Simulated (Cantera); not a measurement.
# Silicon carbide growth: SiF4 + C2H2 + H2

A closed system holds: 1 mol SiF4, 0.27 mol C2H2, a varied amount of H2, at 1348 K and 49.0 mbar.

Cantera equilibrium calculation (NASA polynomials, part measured and part estimated; ideal gas, pure solids and liquids). Candidate condensed phases: C, C6H6, C7H8, C8H18, Si, SiC; 113 gas species. The tables' values for SiF3, SiF2 are old estimates; treat these amounts as uncertain. Kinetics and transport are ignored.

```csv
n(H2) (mol),x H2,x SiF4,x HF,x SiF3,x SiHF3,x CH4,x SiF2,x SiH2F2,n C(graphite),n SiC(s)
34,0.968,0.0259,0.00395,0.000983,0.000923,0.000268,2.86e-5,1.55e-5,0.513,0.0172
55,0.979,0.0159,0.00351,0.000681,0.000643,0.000274,2.24e-5,1.23e-5,0.495,0.0298
90,0.986,0.00949,0.00310,0.000463,0.000439,0.000278,1.73e-5,9.57e-6,0.465,0.0489
150,0.991,0.00547,0.00271,0.000307,0.000291,0.000281,1.31e-5,7.30e-6,0.419,0.0783
240,0.994,0.00324,0.00238,0.000207,0.000197,0.000282,1.01e-5,5.63e-6,0.354,0.117
390,0.996,0.00184,0.00206,0.000135,0.000129,0.000283,7.61e-6,4.25e-6,0.254,0.174
640,0.997,0.000988,0.00177,8.49e-5,8.09e-5,0.000284,5.58e-6,3.12e-6,0.102,0.254
1000,0.998,0.000552,0.00143,5.89e-5,5.62e-5,0.000214,4.82e-6,2.69e-6,0,0.324
```
x: gas mole fraction; n: condensed amount in mol.

From 34 mol H2 to 640 mol H2 the condensed part is C(graphite) + SiC(s). At 1000 mol H2 the condensed part is SiC(s). The main Si-bearing gas is SiF4 throughout. The share of Si in condensed phases is highest at 1000 mol H2 (32.4 %) and lowest at 34 mol H2 (1.7 %).
